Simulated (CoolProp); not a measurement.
Vapour-liquid equilibrium of R22 (1) + R113 (2) at 267 K; x and y are mole fractions of (1).

The numbers come from the multi-fluid Helmholtz-energy mixture model, Kamei 1995 and Marx 1992; pair parameters Bell 2016 in CoolProp.

| x | bubble pressure, mixture model (MPa) | bubble pressure, Raoult's law (MPa) | y, mixture model | y, Raoult's law |
|---|---|---|---|---|
| 0.05 | 0.03487 | 0.03080 | 0.694 | 0.658 |
| 0.2 | 0.1086 | 0.08998 | (withheld) | 0.902 |
| 0.35 | (withheld) | 0.1492 | 0.954 | 0.952 |
| 0.5 | 0.2349 | 0.2083 | 0.971 | 0.973 |
| 0.65 | (withheld) | 0.2675 | 0.981 | 0.986 |
| 0.8 | 0.3322 | 0.3267 | 0.989 | 0.993 |
| 0.95 | 0.3853 | 0.3859 | 0.997 | 0.999 |

Problem. Complete the blanks.

Solution. 
- 0.2, y, mixture model: 0.914
- 0.35, bubble pressure, mixture model (MPa): 0.1769
- 0.65, bubble pressure, mixture model (MPa): 0.2847

The largest gap from Raoult's law is +20.7 % in bubble pressure, at x = 0.2. No azeotrope shows between x = 0.05 and 0.95.

The pair parameters rest on a limited set of measurements; away from them the model extrapolates.
